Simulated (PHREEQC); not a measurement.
A solution holds 3.1 mmol/kgw H2SO4, 28 mmol/kgw NiCl2 and 6.3 mmol/kgw CuCl2, at 20 °C. Closed to the air; pH follows from the charge balance.

Model: ion-association model, wateq4f.dat, run in PHREEQC.

No solid was allowed to form.

**Question.** What pH, ionic strength does the model give?

**Answer.** pH 2.31; ionic strength 0.102 mol/kgw.

**Question.** In which forms is Ni present?

**Answer.** Ni+2 90 %, NiCl+ 5.5 %, NiSO4 3.5 %, NiCl2 0.8 % of the Ni.
